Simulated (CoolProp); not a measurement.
Saturated liquid density (kg/m³) of CH2F2 (R32): the reference equation beside estimates from Tc = 351.3 K, pc = 57.83 bar, ω = 0.277.

Values from CoolProp's reference Helmholtz-energy equation of state, Tillner-Roth 1997.

| T (K) | reference | Redlich-Kwong | Soave-Redlich-Kwong | Peng-Robinson |
|---|---|---|---|---|
| 259.8 | 1100 | 814.8 | 854.3 | 968.3 |
| 268.2 | 1072 | 790.3 | 830.5 | 941.9 |
| 276.5 | 1044 | 764.7 | 805.1 | 913.6 |
| 284.9 | 1013 | 737.2 | 777.5 | 882.4 |
| 293.3 | 980.8 | 707.7 | 747.4 | 848.4 |
| 301.7 | 945.9 | 675.9 | 714.4 | 810.7 |
| 310 | 908.3 | 641.7 | 678.4 | 769.3 |
| 318.4 | 865.9 | 603.4 | 637.6 | 721.9 |
| 326.8 | 817.0 | 560.3 | 590.7 | 667.2 |
| 335.2 | 757.4 | 509.5 | 534.7 | 601.3 |
| 343.5 | 676.7 | 445.1 | 462.8 | 516.1 |

Absolute difference from the reference over all 11 rows, mean and median: Redlich-Kwong 29.1 and 28.5 %, Soave-Redlich-Kwong 25.4 and 24.5 %, Peng-Robinson 15.6 and 14.3 %.
